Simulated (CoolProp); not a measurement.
Vapour-liquid equilibrium of dimethyl ether (1) + n-pentane (2) at 86.95 °C; x and y are mole fractions of (1).

Model: multi-fluid Helmholtz-energy mixture model, Wu 2011 and Thol 2019; pair parameters Bell 2016, in CoolProp.

```
x     bubble pressure (MPa)  y at the bubble point  dew pressure at overall composition x (MPa)  liquid density (mol/L)
----  ---------------------  ---------------------  -------------------------------------------  ----------------------
0.05                 0.5015                  0.156                                       0.4557                   7.834
0.2                  0.7863                  0.523                                       0.5235                   8.326
0.35                  1.153                  0.718                                          ___                     ___
0.5                   1.519                  0.818                                          ___                   9.361
0.65                  1.844                  0.878                                       0.9902                   9.926
0.8                   2.141                    ___                                        1.437                   10.56
0.95                    ___                  0.978                                          ___                     ___
```

Question: What belongs in the gaps?

Answer: 
- 0.35, dew pressure at overall composition x (MPa): 0.6183
- 0.35, liquid density (mol/L): 8.833
- 0.5, dew pressure at overall composition x (MPa): 0.7589
- 0.8, y at the bubble point: 0.926
- 0.95, bubble pressure (MPa): 2.451
- 0.95, dew pressure at overall composition x (MPa): 2.288
- 0.95, liquid density (mol/L): 11.36

No azeotrope shows between x = 0.05 and 0.95.

The pair parameters rest on a limited set of measurements; away from them the model extrapolates. The gap from Raoult's law changes sign with composition, which may be real or a fault of the pair parameters; it wasn't checked against measurements.
